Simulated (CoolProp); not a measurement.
Vapour-liquid equilibrium of propylene (1) + R142b (2) at 0.243 MPa; x and y are mole fractions of (1).

Values from CoolProp's multi-fluid Helmholtz-energy mixture model, Lemmon 2013 and Lemmon 2006; pair parameters Bell 2016.

Question: Give the bubble temperature and the first vapour's composition at x = 0.45, 0.65, 0.85. Is there an azeotrope?

Answer: x = 0.45: 260.6 K, y = 0.781; x = 0.65: 254.4 K, y = 0.883; x = 0.85: 249.8 K, y = 0.953. No azeotrope shows between x = 0.05 and 0.95.

Pair parameters are fitted to limited data, so mixtures are less certain than the pure fluids.
